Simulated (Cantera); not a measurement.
What does this Cantera script print?

```python
import numpy as np
import cantera as ct

gas_names = """
    C CH CH2 CH3 CH4 CN C2 C2H C2H2,acetylene C2H2,vinylidene C2H3,vinyl CH3CN C2H4 C2H5 C2H6 CCN CNC
    C2N2 C3 C3H3,propargyl C3H4,allene C3H4,propyne C3H4,cyclo- C3H5,allyl C3H6,propylene C3H6,cyclo-
    C3H7,n-propyl C3H7,i-propyl C3H8 C4 C4H2 C4H4,1,3-cyclo- C4H6,butadiene C4H6,2-butyne C4H6,cyclo-
    C4H8,1-butene C4H8,cis2-buten C4H8,tr2-butene C4H8,isobutene C4H8,cyclo- C4H9,n-butyl C4H9,i-butyl
    C4H9,s-butyl C4H9,t-butyl C4H10,isobutane C4H10,n-butane C4N2 C5 C5H6,1,3cyclo- C5H8,cyclo-
    C5H10,1-pentene C5H10,cyclo- C5H11,pentyl C5H11,t-pentyl C5H12,n-pentane C5H12,i-pentane
    CH3C(CH3)2CH3 C6H2 C6H5,phenyl C6H6 C6H10,cyclo- C6H12,1-hexene C6H12,cyclo- C6H13,n-hexyl
    C7H7,benzyl C7H8 C7H14,1-heptene C7H15,n-heptyl C7H16,n-heptane C8H8,styrene C8H10,ethylbenz
    C8H16,1-octene C8H17,n-octyl C8H18,isooctane C8H18,n-octane C9H19,n-nonyl C10H8,naphthale
    C10H21,n-decyl C12H9,o-bipheny C12H10,bipheny H HCN HCCN HNC H2 N NH NH2 NH3 N2 N2H2 N2H4
""".split()
cond_names = """
    C(gr) C6H6(L) C7H8(L) C8H18(L),n-octa
""".split()


def load(file, names, dense=False):
    # The tables refer to 1 bar. Condensed volumes are neglected.
    table = {s.name: s for s in ct.Species.list_from_file(file)}
    out = []
    for n in names:
        d = dict(table[n].input_data)
        d["thermo"] = dict(d["thermo"], **{"reference-pressure": 1e5})
        if dense:
            d["equation-of-state"] = {"model": "constant-volume", "density": "1e6 g/cm^3"}
        out.append(ct.Species.from_dict(d))
    return out


gas = ct.Solution(thermo="ideal-gas", species=load("nasa_gas.yaml", gas_names))
cond = {s.name: ct.Solution(thermo="fixed-stoichiometry", species=[s], name=s.name)
        for s in load("nasa_condensed.yaml", cond_names, dense=True)}
atoms = {
    'toluene': {'C': 7, 'H': 8},
    'NH3': {'N': 1, 'H': 3},
}
top_T = {'C(gr)': 4500}  # K; cautious upper limits of use, not melting points


def equilibrate(T, P, feed):
    n = {}
    for name, mol in feed.items():
        for a, k in atoms[name].items():
            n[a] = n.get(a, 0.0) + k * mol
    gas.TPX = T, P, n
    mass = sum(n.values()) * gas.mean_molecular_weight
    gas.equilibrate("TP")
    valid = [c for c in cond.values() if c.min_temp <= T <= top_T.get(c.name, c.max_temp)]
    mix = ct.Mixture([(gas, mass / gas.mean_molecular_weight)] + [(c, 0.0) for c in valid])
    mix.T, mix.P = T, P
    mix.equilibrate("TP", solver="vcs", rtol=1e-11, max_steps=5000)
    return mix


results = []
feed = {'toluene': 1, 'NH3': 0.035}  # mol
P = 1300000  # Pa
for T in [1723, 1798, 1873, 1948, 2023, 2098, 2173, 2248, 2323]:
    mix = equilibrate(T, P, feed)
    results.append((T, P, feed, dict(zip(mix.species_names, mix.species_moles))))

top = {s: max(r[3][s] / sum(r[3][g] for g in gas_names) for r in results) for s in gas_names}
cols = sorted((s for s in top if top[s] > 0.001), key=lambda s: -top[s])[:5]
seen = [c for c in cond_names if any(r[3].get(c, 0) > 1e-12 for r in results)]
print("log10 of partial pressures in bar; condensed amounts in mol")
print(f"{'T/K':>10s}" + "".join(f"{s[:9]:>10s}" for s in cols + seen))
for T, P, feed, n in results:
    ng = sum(n[g] for g in gas_names)
    print(f"{T:10.4g}" + "".join(f"{np.log10(max(n[s] / ng * P / 1e5, 1e-99)):10.3f}" for s in cols)
          + "".join(f"{n.get(c, 0):10.4g}" for c in seen))
```

Result:

```
log10 of partial pressures in bar; condensed amounts in mol
       T/K        H2       CH4 C2H2,acet        N2         H     C(gr)
      1723     1.106    -0.785    -2.937    -1.263    -3.186     6.947
      1798     1.108    -0.896    -2.656    -1.270    -2.900     6.957
      1873     1.108    -0.998    -2.397    -1.280    -2.636     6.963
      1948     1.109    -1.093    -2.160    -1.292    -2.393     6.967
      2023     1.109    -1.181    -1.940    -1.307    -2.167     6.967
      2098     1.109    -1.262    -1.737    -1.326    -1.957     6.965
      2173     1.109    -1.338    -1.548    -1.349    -1.762      6.96
      2248     1.108    -1.408    -1.372    -1.377    -1.580     6.951
      2323     1.107    -1.475    -1.208    -1.410    -1.410     6.939
```

These are equilibrium values from Cantera (NASA tables, ideal gas, pure condensed phases), not measurements of a reactor.
